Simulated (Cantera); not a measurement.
An adiabatic, constant-pressure homogeneous reactor starts with CH₄ : O₂ : N₂ = 1 : 0.833 : 2.5 (molar parts), equivalence ratio 2.4, at 1025 K and 1.01 bar. Integrator tolerance rtol = 1e-08.

Cantera simulation using GRI-Mech 3.0 (53 species, 325 reactions); the numbers are that mechanism's predictions, not measurements.

### Question
What does this change do: constant volume in place of constant pressure?

### Answer
| quantity | before | after |
|---|---|---|
| time of steepest temperature rise | 0.981 s | 0.933 s |
| temperature at 6.00 s | 1989 K | 2301 K |
| equilibrium temperature | 1989 K | 2301 K |
| x(CH₄) at 6.00 s | 1.24e-9 (gas-phase equilibrium 1.45e-9) | 1.64e-9 (gas-phase equilibrium 1.87e-9) |
| x(O₂) at 6.00 s | 1.19e-8 (gas-phase equilibrium 1.19e-8) | 2.75e-7 (gas-phase equilibrium 2.75e-7) |
| x(OH) at 6.00 s | 3.08e-5 (gas-phase equilibrium 3.08e-5) | 0.000199 (gas-phase equilibrium 0.000199) |
| x(H₂) at 6.00 s | 0.257 (gas-phase equilibrium 0.257) | 0.254 (gas-phase equilibrium 0.254) |
| x(CH₂O) at 6.00 s | 1.77e-8 (gas-phase equilibrium 1.77e-8) | 4.96e-8 (gas-phase equilibrium 4.96e-8) |
| x(CO) at 6.00 s | 0.167 (gas-phase equilibrium 0.167) | 0.169 (gas-phase equilibrium 0.169) |
| x(C₂H₂) at 6.00 s | <1e-12 (gas-phase equilibrium <1e-12) | 2.17e-12 (gas-phase equilibrium 2.46e-12) |

### Question
What does this change do: initial temperature 1025 to 1225 K?

### Answer
```tsv
quantity	before	after
time of steepest temperature rise	0.981 s	43.6 ms
temperature at 6.00 s	1989 K	2162 K
equilibrium temperature	1989 K	2162 K
x(CH₄) at 6.00 s	1.24e-9 (gas-phase equilibrium 1.45e-9)	4.21e-10 (gas-phase equilibrium 4.84e-10)
x(O₂) at 6.00 s	1.19e-8 (gas-phase equilibrium 1.19e-8)	1.42e-7 (gas-phase equilibrium 1.42e-7)
x(OH) at 6.00 s	3.08e-5 (gas-phase equilibrium 3.08e-5)	0.000126 (gas-phase equilibrium 0.000126)
x(H₂) at 6.00 s	0.257 (gas-phase equilibrium 0.257)	0.255 (gas-phase equilibrium 0.255)
x(CH₂O) at 6.00 s	1.77e-8 (gas-phase equilibrium 1.77e-8)	1.75e-8 (gas-phase equilibrium 1.75e-8)
x(CO) at 6.00 s	0.167 (gas-phase equilibrium 0.167)	0.168 (gas-phase equilibrium 0.168)
x(C₂H₂) at 6.00 s	<1e-12 (gas-phase equilibrium <1e-12)	<1e-12 (gas-phase equilibrium <1e-12)
```
